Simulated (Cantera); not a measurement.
A perfectly stirred reactor is fed with C₂H₆ : N₂ = 1 : 240 (molar parts), at 14.0 Pa; it is held at 1850 K, and followed from long to short residence time.

Detailed kinetics in Cantera: GRI-Mech 3.0 (53 species, 325 reactions). GRI-Mech 3.0 stops at C3 and has no aromatics, soot or wall deposition, so with more carbon than oxygen in the feed, carbon stays in small species such as C2H2 where larger ones or solid carbon would form. Radical loss at walls, strong at low pressure, is not modelled.

x: mole fraction; the columns are a selection and need not sum to one.

```json
[
 {"τ (s)": "6.7", "x C₂H₆": "8.47e-6", "x CH₄": "0.000353", "x C₂H₄": "9.34e-5", "x H": "0.000406", "x HCN": "0.000235", "x H₂": "0.00694"},
 {"τ (s)": "1.9", "x C₂H₆": "2.88e-5", "x CH₄": "0.000432", "x C₂H₄": "0.000243", "x H": "0.000517", "x HCN": "0.000137", "x H₂": "0.00616"},
 {"τ (s)": "0.56", "x C₂H₆": "___", "x CH₄": "0.000439", "x C₂H₄": "___", "x H": "___", "x HCN": "___", "x H₂": "___"},
 {"τ (s)": "0.16", "x C₂H₆": "0.000303", "x CH₄": "0.000321", "x C₂H₄": "0.000895", "x H": "0.000695", "x HCN": "3.26e-5", "x H₂": "0.00307"},
 {"τ (s)": "0.047", "x C₂H₆": "0.000906", "x CH₄": "0.000138", "x C₂H₄": "0.000813", "x H": "0.000541", "x HCN": "8.26e-6", "x H₂": "0.00115"},
 {"τ (s)": "0.014", "x C₂H₆": "0.00212", "x CH₄": "3.31e-5", "x C₂H₄": "0.000215", "x H": "0.000183", "x HCN": "3.85e-7", "x H₂": "0.000159"},
 {"τ (s)": "0.0039", "x C₂H₆": "0.00332", "x CH₄": "4.21e-6", "x C₂H₄": "8.96e-6", "x H": "1.33e-5", "x HCN": "3.03e-10", "x H₂": "4.07e-6"},
 {"τ (s)": "0.0011", "x C₂H₆": "0.00388", "x CH₄": "3.92e-7", "x C₂H₄": "2.55e-7", "x H": "6.92e-7", "x HCN": "1.16e-12", "x H₂": "6.60e-8"},
 {"τ (s)": "0.00033", "x C₂H₆": "0.00406", "x CH₄": "___", "x C₂H₄": "___", "x H": "___", "x HCN": "<1e-12", "x H₂": "___"}
]
```

### Question
Complete the blanks.

### Answer

- 0.56, x C₂H₆: 9.28e-5
- 0.56, x C₂H₄: 0.000531
- 0.56, x H: 0.000638
- 0.56, x HCN: 7.46e-5
- 0.56, x H₂: 0.00493
- 0.00033, x CH₄: 3.69e-8
- 0.00033, x C₂H₄: 1.31e-8
- 0.00033, x H: 1.01e-7
- 0.00033, x H₂: 2.97e-9
